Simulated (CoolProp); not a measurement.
Vapour-liquid equilibrium of carbon dioxide (1) + R143a (2) at -6.35 °C; x and y are mole fractions of (1).

Values from CoolProp's multi-fluid Helmholtz-energy mixture model, Span 1996 and Lemmon and Jacobsen 2000; pair parameters Bell 2016.

Task: Give the bubble pressure and the first vapour's composition at x = 0.25, 0.35, 0.95. Is there an azeotrope?

Result: x = 0.25: 1067 kPa, y = 0.601; x = 0.35: 1326 kPa, y = 0.708; x = 0.95: 2803 kPa, y = 0.981. No azeotrope shows between x = 0.05 and 0.95.

Pair parameters are fitted to limited data, so mixtures are less certain than the pure fluids.
